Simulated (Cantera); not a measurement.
Cantera run:

```python
import numpy as np
import cantera as ct

gas_names = [...]  # 123 gases of nasa_gas.yaml made of C, H, O, Si
cond_names = """
    C(gr) C6H6(L) C7H8(L) C8H18(L),n-octa H2O(s) H2O(L) Si(cr) Si(L) SiC(b) SiO2(Lqz) SiO2(hqz) SiO2(L)
""".split()


# ... load() reads the species with a 1 bar reference pressure and builds the phases ...
atoms = {
    'SiC': {'Si': 1, 'C': 1},
    'O2': {'O': 2},
    'H2': {'H': 2},
}
top_T = {'C(gr)': 4500, 'SiC(b)': 3050}  # K; cautious upper limits of use, not melting points


# ... equilibrate(T, P, feed) seeds the gas with the atoms and calls Mixture.equilibrate('TP', solver="vcs", rtol=1e-11, max_steps=5000) ...
results = []
feed = {'SiC': 1, 'O2': 1.3, 'H2': 6}  # mol
P = 13332.2  # Pa
for T in [1325, 1400, 1475, 1550, 1625, 1700, 1775, 1850, 1925]:
    mix = equilibrate(T, P, feed)
    results.append((T, P, feed, dict(zip(mix.species_names, mix.species_moles))))

top = {s: max(r[3][s] / sum(r[3][g] for g in gas_names) for r in results) for s in gas_names}
cols = sorted((s for s in top if top[s] > 1e-05), key=lambda s: -top[s])[:5]
seen = [c for c in cond_names if any(r[3].get(c, 0) > 1e-12 for r in results)]
print("log10 of partial pressures in bar; condensed amounts in mol")
print(f"{'T/K':>10s}" + "".join(f"{s[:9]:>10s}" for s in cols + seen))
for T, P, feed, n in results:
    ng = sum(n[g] for g in gas_names)
    print(f"{T:10.4g}" + "".join(f"{np.log10(max(n[s] / ng * P / 1e5, 1e-99)):10.3f}" for s in cols)
          + "".join(f"{n.get(c, 0):10.4g}" for c in seen))
```

Result:

```
log10 of partial pressures in bar; condensed amounts in mol
       T/K        H2        CO       SiO         H       H2O     C(gr)    SiC(b) SiO2(hqz)   SiO2(L)
      1325    -0.917    -1.917    -7.204    -6.245    -4.976    0.3957         0         1         0
      1400    -0.917    -1.916    -5.769    -5.771    -5.262     0.397         0    0.9999         0
      1475    -0.927    -1.823    -4.577    -5.351    -5.436    0.1549   0.08059    0.9181         0
      1550    -0.934    -1.774    -3.777    -4.969    -5.316         0    0.1303    0.8611         0
      1625    -0.938    -1.770    -3.039    -4.620    -5.219         0    0.1175     0.835         0
      1700    -0.953    -1.756    -2.372    -4.308    -5.140         0   0.05728         0    0.7143
      1775    -0.967    -1.745    -2.141    -4.022    -4.699         0         0         0    0.5989
      1850    -0.967    -1.745    -2.138    -3.752    -4.077         0         0         0    0.5952
      1925    -0.970    -1.746    -2.125    -3.504    -3.517         0         0         0    0.5824
```

Method: chemical equilibrium by Gibbs-energy minimisation in Cantera with the NASA 1993 tables (ideal gas, pure condensed phases). Mutual solubility and eutectic melting of coexisting phases are not modelled. The tables hold silica as quartz up to 1696 K and as liquid above; real silica turns to tridymite and cristobalite and melts near 1996 K.
